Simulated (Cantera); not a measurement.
Charge: 1 mol MgCO₃, 0.039 mol H₂O, 4.8 mol CO₂, held at 100000 Pa.

Equilibrium computed with Cantera from the NASA thermochemical tables; the gas is ideal and each condensed phase is pure. Candidate condensed phases: C, C₆H₆, C₇H₈, C₈H₁₈, H₂O, Mg, MgCO₃, MgO, Mg(OH)₂; 116 gas species. Rates play no part.

Q: At 1423 K, list the 4 most abundant gas species with their mole fractions, and the condensed phases.

A: CO₂ 0.993, H₂O 0.00668, CO 0.000161, O₂ 8.02e-5. Condensed: MgO(s).
